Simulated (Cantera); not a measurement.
Mixture: CO : H2 : CH4 : O2 : N2 = 1 : 0.59 : 0.046 : 0.806 : 3.03 (molar parts), equivalence ratio 1.1, at 21800 Torr, adiabatic and at constant pressure. Ignition delay is the time to a rise of 400 K.

Computed with Cantera and GRI-Mech 3.0 (53 species, 325 reactions). The pressure lies above the range GRI-Mech 3.0 was tuned for (to about 10 atm). Below about 1000 K GRI-Mech 3.0 lacks low-temperature oxidation paths.

**Question.** What does this change do: pressure from 21800 Torr to 383 Torr?

**Answer.** 
```tsv
quantity	before	after
delay at 950 K	9.07 ms	1.25 ms
delay at 1050 K	0.992 ms	0.360 ms
delay at 1150 K	0.149 ms	0.185 ms
delay at 1250 K	27.5 µs	0.120 ms
```
Where the delays flatten at high temperature, the 400 K rule measures the pace of heat release, not the induction time.

**Question.** What does this change do: CO 1 to 2.2 parts?

**Answer.** 
```
quantity                                                before       after
--------------------------------------------------  ----------  ----------
delay at 950 K                                         9.07 ms     6.05 ms
delay at 1050 K                                       0.992 ms    0.655 ms
delay at 1150 K                                       0.149 ms    0.103 ms
delay at 1250 K                                        27.5 µs     21.1 µs
apparent activation energy between 1200 and 1300 K  210 kJ/mol  190 kJ/mol
```
